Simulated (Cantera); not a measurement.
Charge: 1 mol V2O3, 570 mol H2, 0.034 mol H2O, equilibrated at 2.50 bar.

Method: chemical equilibrium by Gibbs-energy minimisation in Cantera with the NASA 1993 tables (ideal gas, pure condensed phases). Candidate condensed phases: H2O, V, VO, V2O3, V2O4, V2O5; 12 gas species. VO: taken at fixed stoichiometry. Equilibrium is a limit: real reactors are often held back by kinetics, nucleation or transport.

**Question.** At 1302 °C, list the 3 most abundant gas species with their mole fractions, and the condensed phases.

**Answer.** H2 0.998, H2O 0.00181, H 2.63e-5. Condensed: VO(s).
